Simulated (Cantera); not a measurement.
A Cantera script and its output.

```python
import numpy as np
import cantera as ct

gas = ct.Solution("gri30.yaml")


def delay(T, t_max=10):
    gas.TPX = T, 240000, {'CH4': 1, 'O2': 3.64, 'N2': 13.7}
    reactor = ct.IdealGasConstPressureReactor(gas, clone=False)
    net = ct.ReactorNet([reactor])
    net.rtol, net.atol = 1e-8, 1e-16
    while net.time < t_max:
        t_old, T_old = net.time, reactor.T
        net.step()
        if reactor.T > T + 400:  # ignition: a rise of 400 K
            return t_old + (T + 400 - T_old) / (reactor.T - T_old) * (net.time - t_old)
    return np.nan


taus = []
for T in [1275, 1325, 1375, 1425, 1475, 1525, 1575, 1625, 1675]:
    taus.append(delay(T))
    print(f"T0 = {T:6g} K   tau = {taus[-1]:.4e} s")
```

Result:

```
T0 =   1275 K   tau = 5.7471e-03 s
T0 =   1325 K   tau = 3.1197e-03 s
T0 =   1375 K   tau = 1.7513e-03 s
T0 =   1425 K   tau = 1.0170e-03 s
T0 =   1475 K   tau = 6.1139e-04 s
T0 =   1525 K   tau = 3.8072e-04 s
T0 =   1575 K   tau = 2.4553e-04 s
T0 =   1625 K   tau = 1.6375e-04 s
T0 =   1675 K   tau = 1.1265e-04 s
```

Computed with Cantera and GRI-Mech 3.0 (53 species, 325 reactions).
